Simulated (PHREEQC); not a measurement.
**Copper plating or etch bath (model solution)**

Dissolve 0.067 mol CuSO4 and 0.00039 mol H2SO4 per kg of water at 90 °C. Closed to the air; pH follows from the charge balance.

All values are PHREEQC results (ion-association model, phreeqc.dat), not measurements.

Each row changes one thing in this solution. No solid was allowed to form.

| case | pH | ionic strength (mol/kgw) | SO4-2 (mol/kgw) | HSO4- (mol/kgw) |
|---|---|---|---|---|
| as made | 3.86 | 0.140 | 0.0347 | 0.000999 |
| CuSO4 from 0.067 to 0.0737 mol/kgw | 3.86 | 0.153 | 0.0378 | 0.00106 |
| H2SO4 from 0.00039 to 0.0039 mol/kgw | 3.02 | 0.142 | 0.0333 | 0.00660 |
| temperature from 90 to 65 °C | 3.78 | 0.140 | 0.0349 | 0.000622 |
| H2SO4 left out | 4.02 | 0.140 | 0.0348 | 0.000692 |
| diluted 2-fold with water | 3.98 | 0.0759 | 0.0188 | 0.000497 |
| CuSO4 replaced by MgSO4 at the same molality | 3.89 | 0.0782 | 0.0193 | 0.000621 |
| H2SO4 replaced by Na2SO4 at the same molality | 4.02 | 0.141 | 0.0350 | 0.000694 |

Constants without temperature data keep their 25 °C values here.
